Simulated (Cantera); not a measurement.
A Cantera script and its output.

```python
import numpy as np
import cantera as ct

gas = ct.Solution("h2o2.yaml")
gas.TPX = 400, 30000, {'H2': 1, 'O2': 0.25, 'N2': 1.2, 'H2O': 0.53}
flame = ct.FreeFlame(gas, width=0.093)
flame.set_refine_criteria(ratio=3, slope=0.08, curve=0.16)
flame.transport_model = "mixture-averaged"
flame.solve(loglevel=0, auto=True)
z, T = flame.grid, flame.T
thick = (T[-1] - T[0]) / np.gradient(T, z).max()
show = ['H2', 'O2', 'H2O', 'HO2', 'O', 'OH']
print(f"laminar burning velocity  {flame.velocity[0] * 100:.3f} cm/s")
print(f"burnt temperature         {T[-1]:.1f} K")
print(f"thermal thickness         {thick * 1e3:.4f} mm")
print(f"grid points               {len(z)}")
z0 = z[flame.heat_release_rate.argmax()]
print(f"{'z/mm':>9s}{'T/K':>9s}{'u/(m/s)':>9s}" + "".join(f"{s:>11s}" for s in show))
rows = []
for k in (-3, -2, -1.5, -1, -0.5, -0.25, 0, 0.25, 0.5, 1, 2, 4, 8):
    zz = z0 + k * thick
    rows.append([k * thick, np.interp(zz, z, T), np.interp(zz, z, flame.velocity),
                 *(np.interp(zz, z, flame.X[gas.species_index(s)]) for s in show)])
    print(f"{rows[-1][0] * 1e3:9.3f}{rows[-1][1]:9.1f}{rows[-1][2]:9.3f}" + "".join(f"{x:11.3e}" for x in rows[-1][3:]))
```

It prints:

```
laminar burning velocity  226.955 cm/s
burnt temperature         1633.0 K
thermal thickness         1.5699 mm
grid points               118
     z/mm      T/K  u/(m/s)         H2         O2        H2O        HO2          O         OH
   -4.710    400.0    2.270  3.356e-01  8.389e-02  1.779e-01  3.460e-12  3.549e-13  2.271e-15
   -3.140    400.0    2.270  3.356e-01  8.389e-02  1.779e-01  1.413e-10  1.186e-11  7.589e-14
   -2.355    400.0    2.269  3.355e-01  8.390e-02  1.779e-01  3.297e-09  1.946e-10  1.249e-12
   -1.570    400.2    2.269  3.351e-01  8.395e-02  1.780e-01  2.472e-07  7.137e-09  7.333e-11
   -0.785    422.9    2.376  3.279e-01  8.441e-02  1.808e-01  1.223e-04  2.144e-06  1.322e-05
   -0.392    605.9    3.336  3.036e-01  7.946e-02  1.998e-01  1.584e-04  6.484e-05  3.725e-04
    0.000    905.4    4.884  2.590e-01  6.264e-02  2.429e-01  5.783e-05  4.816e-04  4.527e-04
    0.392   1135.2    6.064  2.070e-01  3.458e-02  3.005e-01  2.258e-05  1.304e-03  9.662e-04
    0.785   1261.3    6.716  1.739e-01  1.276e-02  3.424e-01  7.385e-06  1.117e-03  1.404e-03
    1.570   1361.7    7.221  1.605e-01  1.434e-03  3.654e-01  7.571e-07  4.512e-04  1.604e-03
    3.140   1439.3    7.595  1.645e-01  3.004e-04  3.695e-01  1.551e-07  2.699e-04  1.599e-03
    6.279   1508.1    7.919  1.698e-01  1.555e-04  3.719e-01  8.021e-08  1.517e-04  1.380e-03
   12.559   1561.4    8.165  1.741e-01  7.021e-05  3.740e-01  3.810e-08  6.998e-05  1.036e-03
```

Model: the H2/O2 subset of GRI-Mech 3.0, which has no nitrogen chemistry, integrated in Cantera. Burning velocities carry a grid error of a few per cent, more on coarse grids.
